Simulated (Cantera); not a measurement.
Standard-state values (1 bar) from the NASA 1993 polynomials, evaluated with Cantera. Values are per mole of reaction as written; species without (g) are pure solids or liquids, kept so even where they would boil at 1 bar. VN: taken at fixed stoichiometry.

### Question
Between 473 and 598 K, where is each reaction favourable under standard conditions?
- 5 N2O(g) + 2 VN = 6 N2(g) + V2O5
- V2O4 + 6 N2O(g) = 10 NO(g) + 2 VN

### Answer
- 5 N2O(g) + 2 VN = 6 N2(g) + V2O5: ΔG° is -1576 kJ at 473 K and -1591 kJ at 598 K; it stays negative (K > 1). ΔH° is -1518 kJ and ΔS° 122 J/K at 598 K.
- V2O4 + 6 N2O(g) = 10 NO(g) + 2 VN: ΔG° is 1060 kJ at 473 K and 969 kJ at 598 K; it stays positive (K < 1). ΔH° is 1404 kJ and ΔS° 727 J/K at 598 K.
